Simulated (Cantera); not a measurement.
Pyrogenic steam for wet oxidation

An isothermal, constant-pressure homogeneous reactor starts with H₂ : O₂ : N₂ = 1.2 : 1 : 1.5 (molar parts), equivalence ratio 0.60, at 1150 K and 74000 Pa.

Computed with Cantera and GRI-Mech 3.0 (53 species, 325 reactions). The temperature is held fixed by assumption; the heat of reaction is taken as removed at once.

```csv
t (s),x H₂,x O₂,x NO₂,x H₂O,x O,x OH
0.000400,0.00299,0.130,1.85e-7,0.383,3.89e-5,0.000119
0.00149,0.00134,0.130,6.30e-7,0.385,5.69e-6,3.12e-5
0.00552,0.000429,0.129,1.08e-6,0.387,1.04e-6,1.41e-5
0.0205,7.30e-5,0.129,1.38e-6,0.387,9.21e-8,5.83e-6
0.0761,3.30e-6,0.129,9.16e-7,0.387,6.89e-9,3.25e-6
0.283,8.70e-9,0.129,1.33e-7,0.387,2.61e-9,2.39e-6
1.05,5.42e-9,0.129,3.63e-8,0.387,3.40e-9,2.74e-6
3.90,5.42e-9,0.129,3.53e-8,0.387,3.50e-9,2.78e-6
14.5,5.42e-9,0.129,3.53e-8,0.387,3.49e-9,2.78e-6
53.8,5.42e-9,0.129,3.53e-8,0.387,3.49e-9,2.78e-6
200,5.42e-9,0.129,3.53e-8,0.387,3.49e-9,2.78e-6
```
x: mole fraction; the columns are a selection and need not sum to one.

Equilibrium at this temperature and pressure: H₂ 5.42e-9, O₂ 0.129, NO₂ 1.18e-6, H₂O 0.387, O 3.49e-9, OH 2.78e-6 (gas phase only).
